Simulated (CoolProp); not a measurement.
R124 along the isotherm 133.95 °C: density (kg/m³) from the reference equation and from simpler models built on Tc = 122.3 °C, pc = 3624 kPa, ω = 0.288; each cubic takes its own stable root.

Computed with CoolProp (reference Helmholtz-energy equation of state, de Vries 1995).

```csv
p (kPa),phase,reference
604,gas,25.74
1210,gas,54.95
1810,gas,88.52
2420,gas,129.7
3020,gas,182.1
3620,gas,259.3
4230,supercritical,433.3
4830,supercritical,722.0
5440,supercritical,811.8
```

Question: How far does each simpler model (ideal gas, Soave-Redlich-Kwong) lie from the reference over these 9 states: mean and median of the absolute difference, and the worst?

Answer: 
- ideal gas: mean 38.0 %, median 33.1 %, worst -73.0 % at 133.95 °C and 4830 kPa
- Soave-Redlich-Kwong: mean 5.5 %, median 1.4 %, worst -18.9 % at 133.95 °C and 4830 kPa
